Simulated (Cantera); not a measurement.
A perfectly stirred reactor is fed with H₂ : O₂ : N₂ = 1.4 : 1 : 3.7 (molar parts), equivalence ratio 0.70, at 0.132 atm; it is held at 948 K, and followed from long to short residence time.

Model: GRI-Mech 3.0 (53 species, 325 reactions), integrated in Cantera. Radical loss at walls, strong at low pressure, is not modelled. Below about 950 K walls govern HO2 and H2O2 in real vessels. The temperature is held fixed by assumption; the heat of reaction is taken as removed at once.

Question: What does this change do: pressure from 0.132 atm to 0.306 atm?

Answer: 
```tsv
quantity	before	after
x(H₂) at τ = 4.50 s	0.00127	0.0123
x(O₂) at τ = 4.50 s	0.0561	0.0613
x(OH) at τ = 4.50 s	2.69e-5	1.03e-6
x(NO₂) at τ = 4.50 s	2.38e-10	2.75e-10
x(HO₂) at τ = 4.50 s	1.04e-5	3.12e-5
x(H₂) at τ = 98.0 ms	0.00853	0.0223
x(O₂) at τ = 98.0 ms	0.0595	0.0660
x(OH) at τ = 98.0 ms	0.000172	2.50e-5
x(NO₂) at τ = 98.0 ms	9.54e-11	1.76e-10
x(HO₂) at τ = 98.0 ms	1.82e-5	4.53e-5
```
